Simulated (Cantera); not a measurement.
Ammonia decomposition in nitride growth gas

An isothermal, constant-pressure homogeneous reactor starts with NH₃ : H₂ = 1 : 2.7 (molar parts), at 1823 K and 510 Torr.

Computed with Cantera and the gas-phase N/H chemistry of the illustrative SiF4/NH3 mechanism in the Surface Chemkin manual (1991). Walls and surfaces, which speed up NH3 decomposition in real reactors, are not modelled.

```csv
t (s),x NH₃,x H₂,x N₂H₄,x N,x NH₂,x NH,x N₂
9.00e-6,0.270,0.730,6.33e-12,<1e-12,2.14e-6,2.54e-10,<1e-12
4.04e-5,0.270,0.730,1.38e-10,1.35e-11,9.59e-6,5.60e-9,3.28e-10
0.000181,0.270,0.730,2.78e-9,1.24e-9,4.26e-5,1.13e-7,1.93e-7
0.000815,0.270,0.730,3.62e-8,5.69e-8,0.000154,1.45e-6,3.09e-5
0.00366,0.269,0.730,5.70e-8,1.13e-7,0.000193,2.29e-6,0.000549
0.0164,0.262,0.734,5.52e-8,1.13e-7,0.000190,2.27e-6,0.00298
0.0738,0.237,0.750,4.79e-8,1.12e-7,0.000177,2.18e-6,0.0130
0.331,0.157,0.798,2.67e-8,1.08e-7,0.000132,1.85e-6,0.0445
1.49,0.0430,0.867,3.73e-9,7.74e-8,4.94e-5,9.55e-7,0.0894
6.68,0.00525,0.890,9.10e-11,2.00e-8,7.72e-6,1.92e-7,0.104
30.0,0.000882,0.893,2.71e-12,3.66e-9,1.33e-6,3.41e-8,0.106
```
x: mole fraction; the columns are a selection and need not sum to one.

Equilibrium at this temperature and pressure: NH₃ 5.17e-6, H₂ 0.893, N₂H₄ <1e-12, N 2.16e-11, NH₂ 7.83e-9, NH 2.01e-10, N₂ 0.106 (gas phase only).
